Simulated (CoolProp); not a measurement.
Saturation properties of R236FA.

Values from CoolProp's reference Helmholtz-energy equation of state, Pan 2012.

```csv
T (°C),p (MPa),liquid density (kg/m³),enthalpy of vaporisation (kJ/kg),liquid cp (kJ/(kg K)),surface tension (mN/m)
-78.95,0.0007496,1669,197.3,1.178,23.4
-59.15,0.004022,1614,187.2,1.163,20.6
-39.45,0.01514,1559,177.7,1.163,17.9
-19.65,0.04452,1501,168.3,1.174,15.2
0.15,0.1084,1441,158.6,1.195,12.7
19.85,0.2282,1377,148.2,1.228,10.2
39.65,0.4322,1308,136.6,1.273,7.87
59.35,0.7502,1231,123.2,1.337,5.67
```

It boils at -1.5 °C under 1 atm.

Surface tension comes from a separate correlation (Mulero 2012).
